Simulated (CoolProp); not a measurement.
Properties of water along the isotherm 864 K (Tc = 647.1 K, pc = 220.6 bar, ω = 0.344).

Computed with CoolProp (reference Helmholtz-energy equation of state, Wagner 2002).

| p (bar) | phase | density (kg/m³) | cp (kJ/(kg K)) | cv (kJ/(kg K)) | viscosity (µPa s) | Prandtl number | fugacity coefficient |
|---|---|---|---|---|---|---|---|
| 22.1 | gas | 5.602 | 2.248 | 1.754 | 32.3 | 0.914 | 0.9894 |
| 44.1 | gas | 11.30 | 2.305 | 1.777 | 32.4 | 0.920 | 0.9788 |
| 66.2 | gas | 17.16 | 2.365 | 1.800 | 32.5 | 0.927 | 0.9682 |
| 88.3 | gas | 23.16 | 2.428 | 1.823 | 32.7 | 0.934 | 0.9577 |
| 110 | gas | 29.19 | 2.494 | 1.847 | 32.8 | 0.942 | 0.9474 |
| 132 | gas | 35.46 | 2.564 | 1.871 | 33.0 | 0.950 | 0.9370 |
| 154 | gas | 41.89 | 2.637 | 1.895 | 33.2 | 0.958 | 0.9266 |
| 177 | gas | 48.78 | 2.718 | 1.922 | 33.4 | 0.967 | 0.9159 |
| 199 | gas | 55.56 | 2.800 | 1.947 | 33.6 | 0.976 | 0.9057 |
| 221 | supercritical | 62.52 | 2.885 | 1.972 | 33.8 | 0.985 | 0.8955 |
| 243 | supercritical | 69.66 | 2.974 | 1.998 | 34.1 | 0.994 | 0.8854 |
| 265 | supercritical | 77.00 | 3.067 | 2.024 | 34.4 | 1.00 | 0.8754 |
| 287 | supercritical | 84.55 | 3.164 | 2.049 | 34.7 | 1.01 | 0.8655 |
| 309 | supercritical | 92.29 | 3.264 | 2.075 | 35.1 | 1.02 | 0.8557 |
| 331 | supercritical | 100.3 | 3.367 | 2.101 | 35.4 | 1.03 | 0.8460 |

Viscosity comes from a separate model (Huber 2009). Thermal conductivity comes from a separate model (Huber 2012).
